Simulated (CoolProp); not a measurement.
Vapour-liquid equilibrium of hydrogen chloride (1) + n-butane (2) at 289.5 K; x and y are mole fractions of (1).

Computed with CoolProp (multi-fluid Helmholtz-energy mixture model, Thol 2018 and Bücker 2006; pair parameters Bell 2016).

Q: Give the bubble pressure and the first vapour's composition at x = 0.05, 0.35, 0.75. Is there an azeotrope?

A: x = 0.05: 0.4352 MPa, y = 0.570; x = 0.35: 1.777 MPa, y = 0.894; x = 0.75: 2.922 MPa, y = 0.950. No azeotrope shows between x = 0.05 and 0.95.

The pair parameters rest on a limited set of measurements; away from them the model extrapolates. The gap from Raoult's law changes sign with composition, which may be real or a fault of the pair parameters; it wasn't checked against measurements.
